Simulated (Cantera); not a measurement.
Charge: 1 mol SiHCl3, 1300 mol H2, at 6.80 mbar.

Method: chemical equilibrium by Gibbs-energy minimisation in Cantera with the NASA 1993 tables (ideal gas, pure condensed phases). Candidate condensed phases: Si; 19 gas species. Equilibrium is a limit: real reactors are often held back by kinetics, nucleation or transport. All values below are at 2550 K.

Base state: H2 0.684, H 0.313, HCl 0.00147, Si 0.000636, Cl 0.000473, SiH 1.06e-5 (mole fractions); condensed: gas only.

Task: What changes in the equilibrium state with this change: H2 from 1300 to 2.7 mol?

Result: 
| species | before | after |
|---|---|---|
| H2 | 0.684 | 0.270 |
| HCl | 0.00147 | 0.251 |
| H | 0.313 | 0.196 |
| Cl | 0.000473 | 0.129 |
| SiCl2 | 2.82e-9 | 0.0340 |
| SiCl | 3.44e-7 | 0.0152 |
| Si | 0.000636 | 0.103 |
| SiCl3 | <1e-9 | 6.95e-5 |
| Si2 | 1.15e-8 | 0.000304 |
| SiH | 1.06e-5 | 0.00109 |
| SiH2 | 5.27e-7 | 3.38e-5 |
The tables' values for SiCl, SiCl3 are old estimates; treat these amounts as uncertain. Gases not in the tables: Si2H6 and higher silanes.

Task: What changes in the equilibrium state with this change: SiHCl3 replaced by CH3SiH3?

Result: 
```tsv
species	before	after
H2	0.684	0.686
H	0.313	0.313
Si	0.000636	0.000629
HCl	0.00147	0
Cl	0.000473	0
C2H2 (acetylene)	0	0.000299
C2H	0	1.09e-5
SiH	1.06e-5	1.05e-5
```
The feed counts by its element totals alone. Further candidate phases: C, C6H6, C7H8, C8H18, SiC.
